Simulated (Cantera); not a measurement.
A closed system holds: 1 mol B2O3, 3.1 mol F2, at 1498.15 K and 0.160 bar.

Method: chemical equilibrium by Gibbs-energy minimisation in Cantera with the NASA 1993 tables (ideal gas, pure condensed phases). Candidate condensed phases: B, B2O3; 21 gas species. Equilibrium is a limit: real reactors are often held back by kinetics, nucleation or transport.

Base state: BF3 0.541, O2 0.405, F 0.0539, F2 6.36e-5 (mole fractions); condensed: gas only.

### Question
What changes in the equilibrium state with this change: F2 from 3.1 to 3.9 mol?

### Answer
| species | before | after |
|---|---|---|
| BF3 | 0.541 | 0.378 |
| F | 0.0539 | 0.336 |
| O2 | 0.405 | 0.284 |
| F2 | 6.36e-5 | 0.00246 |
| FO | 4.04e-6 | 2.10e-5 |

### Question
What changes in the equilibrium state with this change: F2 from 3.1 to 7.3 mol?

### Answer
| species | before | after |
|---|---|---|
| F | 0.0539 | 0.697 |
| BF3 | 0.541 | 0.167 |
| O2 | 0.405 | 0.125 |
| F2 | 6.36e-5 | 0.0106 |
| FO | 4.04e-6 | 2.90e-5 |

### Question
What changes in the equilibrium state with this change: F2 from 3.1 to 9.7 mol?

### Answer
```csv
species,before,after
F,0.0539,0.777
BF3,0.541,0.120
O2,0.405,0.0899
F2,6.36e-5,0.0132
FO,4.04e-6,2.74e-5
```
